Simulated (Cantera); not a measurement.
Mixture: CH₄ : O₂ : N₂ = 1 : 1.82 : 6.84 (molar parts), equivalence ratio 1.1, at 36.5 atm, adiabatic and at constant volume. Ignition delay is the time to a rise of 400 K.

Detailed kinetics in Cantera: GRI-Mech 3.0 (53 species, 325 reactions). The pressure lies above the range GRI-Mech 3.0 was tuned for (to about 10 atm).

**Question.** Predict: delay at 1048 K; delay at 1248 K; delay at 1448 K; delay at 1648 K; delay at 1848 K; apparent activation energy between 1648 and 1848 K.

**Answer.** 
```json
{
  "delay at 1048 K": "9.30 ms",
  "delay at 1248 K": "0.618 ms",
  "delay at 1448 K": "83.3 µs",
  "delay at 1648 K": "15.7 µs",
  "delay at 1848 K": "3.77 µs",
  "apparent activation energy between 1648 and 1848 K": "180 kJ/mol"
}
```
